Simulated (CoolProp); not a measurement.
The numbers come from the reference Helmholtz-energy equation of state, Lemmon 2006 in CoolProp. It is a short technical equation, of lower accuracy than the large ones.

**Question.** For acetone, give the phase and the density (kg/m³), fugacity coefficient at 267.6 K and 3760 kPa; 408.8 K and 3760 kPa.

**Answer.** 
- 267.6 K and 3760 kPa: liquid; density 821, fugacity coefficient 0.00204
- 408.8 K and 3760 kPa: liquid; density 651, fugacity coefficient 0.206
